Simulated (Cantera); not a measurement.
A freely propagating, adiabatic, planar premixed flame of CO : H₂ : CH₄ : O₂ : N₂ = 1 : 0.039 : 0.062 : 0.946 : 4.54 (molar parts), equivalence ratio 0.68, unburnt at 475 K and 0.355 atm; mixture-averaged transport, grid criteria slope 0.08 and curve 0.16, no radiation.

Cantera simulation using GRI-Mech 3.0 (53 species, 325 reactions); the numbers are that mechanism's predictions, not measurements. Burning velocities carry a grid error of a few per cent, more on coarse grids.

**Question.** How do the results move with these cheaper or finer settings: unity-Lewis-number transport; multicomponent transport; multicomponent+Soret transport; grid criteria slope 0.5, curve 1; grid criteria slope 0.25, curve 0.5; grid criteria slope 0.03, curve 0.06?

**Answer.** 
```csv
setting,laminar burning velocity,thermal thickness,peak x(HO₂),peak x(CH₂O),grid points
as above,59.1 cm/s,2.44 mm,0.000105,6.34e-5,134
unity-Lewis-number transport,44.7 cm/s,2.20 mm,5.92e-5,5.90e-5,117
multicomponent transport,59.0 cm/s,2.44 mm,0.000105,6.34e-5,134
multicomponent+Soret transport,56.9 cm/s,2.46 mm,0.000104,6.26e-5,134
"grid criteria slope 0.5, curve 1",62.2 cm/s,2.72 mm,9.86e-5,6.19e-5,44
"grid criteria slope 0.25, curve 0.5",60.3 cm/s,2.54 mm,0.000104,6.24e-5,67
"grid criteria slope 0.03, curve 0.06",58.7 cm/s,2.39 mm,0.000106,6.37e-5,310
```
The base run took very roughly 18 core-seconds.
Unity Lewis numbers drop preferential diffusion, which matters most where H2 and H carry the flame; Soret adds thermal diffusion.
